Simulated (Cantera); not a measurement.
Thermodynamics of silicon carbide growth, feed Si(CH₃)₄ + C₂H₂ + H₂

Feed: 1 mol Si(CH₃)₄, 1.2 mol C₂H₂, 48 mol H₂, held at 1477 °C and 1.00 bar.

Equilibrium computed with Cantera from the NASA thermochemical tables; the gas is ideal and each condensed phase is pure. Candidate condensed phases: C, C₆H₆, C₇H₈, C₈H₁₈, Si, SiC; 87 gas species. Equilibrium is a limit: real reactors are often held back by kinetics, nucleation or transport.

```json
{
  "x(H₂)": "0.999",
  "x(CH₄)": "0.000911",
  "x(H)": "0.000232",
  "x(C₂H₂ (acetylene))": "0.000115",
  "x(CH₃)": "4.30e-6",
  "x(C₂H₄)": "3.83e-6",
  "n(C(graphite))": "5.34 mol",
  "n(SiC(s))": "1.000 mol",
  "gas_amount": "55.16 mol",
  "log10 activity of Si(l) (absent)": "-1.72"
}
```
